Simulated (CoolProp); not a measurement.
Saturation properties of dimethyl carbonate (Tc = 283.9 °C, pc = 4.909 MPa, ω = 0.346).

The numbers come from the reference Helmholtz-energy equation of state, Zhou 2011 in CoolProp.

```tsv
T (°C)	p (MPa)	liquid density (kg/m³)	enthalpy of vaporisation (kJ/kg)	liquid cp (kJ/(kg K))
27.25	0.008146	1060	417.7	1.836
36.65	0.01286	1048	411.5	1.849
46.15	0.01973	1035	405.3	1.865
55.55	0.02927	[?]	399.0	1.882
64.95	0.04229	1009	392.8	1.901
74.35	[?]	996.3	386.5	1.921
83.85	0.08267	982.9	380.0	[?]
93.25	0.1119	969.5	373.4	1.966
102.65	0.1487	955.9	[?]	[?]
112.15	0.1951	[?]	359.8	2.017
121.55	0.2513	927.7	[?]	2.044
```

Question: Fill in the missing entries.

Answer: 
- 55.55, liquid density (kg/m³): 1022
- 74.35, p (MPa): 0.05967
- 83.85, liquid cp (kJ/(kg K)): 1.943
- 102.65, enthalpy of vaporisation (kJ/kg): 366.8
- 102.65, liquid cp (kJ/(kg K)): 1.991
- 112.15, liquid density (kg/m³): 941.9
- 121.55, enthalpy of vaporisation (kJ/kg): 352.8

It boils at 90.1 °C under 1 atm.
